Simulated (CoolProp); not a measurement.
Saturation properties of propyne.

The numbers come from the reference Helmholtz-energy equation of state, Polt 1992 in CoolProp. This equation is an older, rougher fit; its heat capacities, sound speeds and derivatives of the liquid may be far off and weren't checked against measurements.

| T (K) | p (MPa) | vapour density (kg/m³) | enthalpy of vaporisation (kJ/kg) | surface tension (mN/m) |
|---|---|---|---|---|
| 307.8 | 0.7630 | 13.77 | 452.0 | (withheld) |
| 311.2 | 0.8359 | 15.07 | 446.8 | 9.70 |
| 314.6 | 0.9140 | 16.47 | 441.3 | 9.26 |
| 318.1 | 1.000 | 18.02 | 435.4 | 8.82 |
| 321.5 | 1.090 | 19.65 | 429.3 | 8.39 |
| 324.9 | 1.185 | 21.41 | 423.0 | 7.97 |
| 328.4 | 1.290 | 23.37 | (withheld) | 7.54 |
| 331.8 | 1.398 | 25.41 | 409.2 | 7.12 |
| 335.2 | 1.513 | 27.62 | 401.9 | 6.71 |
| 338.6 | (withheld) | 30.01 | 394.2 | (withheld) |

### Question
What belongs in the gaps?

### Answer

- 307.8, surface tension (mN/m): 10.1
- 328.4, enthalpy of vaporisation (kJ/kg): 416.2
- 338.6, p (MPa): 1.635
- 338.6, surface tension (mN/m): 6.30

Surface tension comes from a separate correlation (Mulero 2012).
